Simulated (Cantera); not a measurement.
A perfectly stirred reactor is fed with N₂O : H₂O = 1 : 0.098 (molar parts), at 1.01 bar; it is held at 1075 K, and followed from long to short residence time.

Cantera simulation using GRI-Mech 3.0 (53 species, 325 reactions); the numbers are that mechanism's predictions, not measurements. GRI-Mech 3.0 was tuned for natural gas; its chemistry of N2O as a main component is partial and can be far from experiment. The mechanism lacks the step 2 NO + O2 → 2 NO2, which can matter for NO2 below about 1400 K. The temperature is held fixed by assumption; the heat of reaction is taken as removed at once.

x: mole fraction; the columns are a selection and need not sum to one.

```
τ (s)   x N₂O   x H₂O      x O₂      x N₂     x H₂
------  -----  ------  --------  --------  -------
21      0.373  0.0728     0.178     0.363  3.48e-9
7.9     0.571  0.0789     0.112     0.229  4.48e-9
3.0     0.734  0.0839    0.0578     0.119  5.85e-9
1.2     0.828  0.0867    0.0269    0.0555  7.86e-9
0.45    0.877  0.0882    0.0108    0.0225  1.18e-8
0.17    0.898  0.0889       ___       ___      ___
0.066   0.906  0.0891   0.00164   0.00347  2.62e-8
0.025   0.909  0.0892  0.000622   0.00132  2.63e-8
0.0097  0.910  0.0892  0.000240  0.000509  1.72e-8
0.0037  0.910  0.0892       ___       ___      ___
```

Q: Fill in the missing entries.

A: 
- 0.17, x O₂: 0.00419
- 0.17, x N₂: 0.00881
- 0.17, x H₂: 1.87e-8
- 0.0037, x O₂: 9.04e-5
- 0.0037, x N₂: 0.000192
- 0.0037, x H₂: 7.50e-9
